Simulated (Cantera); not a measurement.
Equilibrium for silicon carbide growth: SiH4 + C2H2 + H2

Input: 1 mol SiH4, 0.011 mol C2H2, 30 mol H2, equilibrated at 1.00 Torr.

Method: chemical equilibrium by Gibbs-energy minimisation in Cantera with the NASA 1993 tables (ideal gas, pure condensed phases). Candidate condensed phases: C, C6H6, C7H8, C8H18, Si, SiC; 87 gas species. Mutual solubility and eutectic melting of coexisting phases are not modelled. Gases not in the tables: Si2H6 and higher silanes. Equilibrium is a limit: real reactors are often held back by kinetics, nucleation or transport.

| T (°C) | x H2 | x H | x Si | x Si2C | x SiH | n Si(s) | n SiC(s) | n Si(l) |
|---|---|---|---|---|---|---|---|---|
| 927 | 1.000 | 5.40e-6 | 1.04e-9 | <1e-12 | 5.70e-10 | 0.978 | 0.0220 | 0 |
| 1002 | 1.000 | 2.02e-5 | 1.45e-8 | 2.69e-12 | 5.04e-9 | 0.978 | 0.0220 | 0 |
| 1077 | 1.000 | 6.53e-5 | 1.50e-7 | 6.09e-11 | 3.48e-8 | 0.978 | 0.0220 | 0 |
| 1152 | 1.000 | 0.000187 | 1.21e-6 | 9.87e-10 | 1.96e-7 | 0.978 | 0.0220 | 0 |
| 1227 | 1.000 | 0.000482 | 7.89e-6 | 1.20e-8 | 9.25e-7 | 0.978 | 0.0220 | 0 |
| 1302 | 0.999 | 0.00114 | 4.31e-5 | 1.15e-7 | 3.75e-6 | 0.976 | 0.0220 | 0 |
| 1377 | 0.997 | 0.00248 | 0.000201 | 8.89e-7 | 1.34e-5 | 0.971 | 0.0220 | 0 |
| 1452 | 0.994 | 0.00507 | 0.000761 | 5.33e-6 | 3.96e-5 | 0 | 0.0218 | 0.951 |
| 1527 | 0.988 | 0.00975 | 0.00238 | 2.53e-5 | 9.86e-5 | 0 | 0.0212 | 0.895 |
| 1602 | 0.975 | 0.0177 | 0.00679 | 0.000106 | 0.000227 | 0 | 0.0185 | 0.740 |
| 1677 | 0.950 | 0.0306 | 0.0179 | 0.000394 | 0.000486 | 0 | 0.00879 | 0.340 |
| 1752 | 0.921 | 0.0506 | 0.0272 | 0.000628 | 0.000610 | 0 | 0 | 0 |
| 1827 | 0.891 | 0.0805 | 0.0272 | 0.000528 | 0.000510 | 0 | 0 | 0 |
x: gas mole fraction; n: condensed amount in mol.

From 927 °C to 1377 °C the condensed part is Si(s) + SiC(s). From 1452 °C to 1677 °C the condensed part is Si(l) + SiC(s). From 1752 °C to 1827 °C nothing is condensed. The main Si-bearing gas is SiH2 at 927 °C and Si at 1827 °C.
